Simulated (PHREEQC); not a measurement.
Consider water at 20 °C with 10 mmol/kgw Li2CO3 and 29 mmol/kgw AlCl3. Closed to the air; pH follows from the charge balance.

Computed with PHREEQC (ion-association model, phreeqc.dat).

Precipitation was switched off in this run.

Q: Order these Al species by the share of Al that they hold, largest first: Al+3, AlOH+2, Al(OH)4-, Al(OH)3, Al(OH)2+.

A: Al+3 (51 %), AlOH+2 (33 %), Al(OH)2+ (16 %), Al(OH)3 (0.24 %), Al(OH)4- (0.12 %)

The pH is 5.32 and the ionic strength 0.142 mol/kgw. The solution is supersaturated, for example in Al(OH)3(a), Gibbsite (slow to form), so a real one may precipitate; this is no full list.
